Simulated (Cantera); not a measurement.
Charge: 1 mol n-butane, 2.4 mol NH₃, held at 702 °C and 0.290 bar.

These are equilibrium values from Cantera (NASA tables, ideal gas, pure condensed phases), not measurements of a reactor. Candidate condensed phases: C, C₆H₆, C₇H₈, C₈H₁₈; 92 gas species. Rates play no part.

Base state: H₂ 0.848, N₂ 0.126, CH₄ 0.0262, NH₃ 5.54e-5 (mole fractions); condensed: C(graphite).

Question: What changes in the equilibrium state with this change: temperature from 702 °C to 1325 °C?

Answer: 
```tsv
species	before	after
H₂	0.848	0.877
N₂	0.126	0.122
HCN	1.12e-6	0.000662
CH₄	0.0262	0.000367
H	1.96e-9	9.27e-5
C₂H₂ (acetylene)	<1e-9	2.37e-5
HNC	1.38e-9	1.51e-5
NH₃	5.54e-5	3.90e-6
C(graphite), mol	3.75	3.99
```
